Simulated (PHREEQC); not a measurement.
Make-up at 25 °C: 0.27 mol Ni(NO3)2 and 0.0025 mol Na2SO4 per kg of water. Closed to the air; pH follows from the charge balance.

The numbers come from PHREEQC with the ion-association model, wateq4f.dat.

This is a speciation only: nothing precipitates in the calculation.

Problem. What pH, activity of water does the model give?

Solution. pH 5.46; activity of water 0.986.

Problem. In which forms is S present?

Solution. NiSO4 71 %, SO4-2 29 % of the S.

Caution: at this ionic strength the ion-association model is outside its range; a Pitzer model would be the better tool where its parameters exist.
